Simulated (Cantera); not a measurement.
**Equilibrium for thermal oxidation and active oxidation of silicon: Si + H2O + N2**

Feed: 1 mol Si, 1.6 mol H2O, 3.9 mol N2, held at 1925 K and 3.20 bar.

Cantera equilibrium calculation (NASA polynomials, part measured and part estimated; ideal gas, pure solids and liquids). Candidate condensed phases: H2O, Si, SiO2, Si2N2O, Si3N4; 35 gas species. Mutual solubility and eutectic melting of coexisting phases are not modelled. The tables hold silica as quartz up to 1696 K and as liquid above; real silica turns to tridymite and cristobalite and melts near 1996 K. Kinetics and transport are ignored.

```yaml
x(N2): 0.700
x(H2): 0.296
x(SiO): 0.00347
x(H2O): 0.000567
x(H): 0.000291
x(NH3): 9.87e-6
n(SiO2(condensed)): 0.725 mol
n(Si2N2O(s)): 0.128 mol
gas_amount: 5.391 mol
log10 activity of Si(l) (absent): -2.31
```
